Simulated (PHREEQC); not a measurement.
Solution (55 °C): 0.0014 mol/kgw TMAH and 3.1e-05 mol/kgw CuSO4. Closed to the air; pH follows from the charge balance.

Model: ion-association model, wateq4f.dat, run in PHREEQC.

Each row changes one thing in this solution. Precipitation was switched off in this run.

```csv
case,pH,CuOH+ (mol/kgw),SI of Cu(OH)2 (Cu(OH)2),SI of Tenorite (CuO)
as made,10.26,8.57e-10,+1.55,+2.57
TMAH replaced by (CH3)4NCl at the same molality,5.88,1.95e-7,-0.47,+0.55
diluted 100-fold with water,8.28,7.88e-10,-0.45,+0.57
temperature from 55 to 30 °C,10.95,1.74e-10,+0.71,+1.73
CuSO4 from 3.1e-05 to 3.1e-06 mol/kgw,10.28,8.22e-11,+0.55,+1.57
0.00013 mol/kgw Cs2SO4 added,10.26,8.66e-10,+1.55,+2.57
```

Some of these states are supersaturated (in Cu(OH)2, Tenorite (slow to form), for instance). (CH3)4N+ isn't in the database: it is added as a free cation with an ion size of 4 Å. Away from 25 °C the constants follow the database's enthalpies or fits; those with neither stay at their 25 °C values. The database's constant for dissolved Cu(OH)2 is higher than later reviews accept.
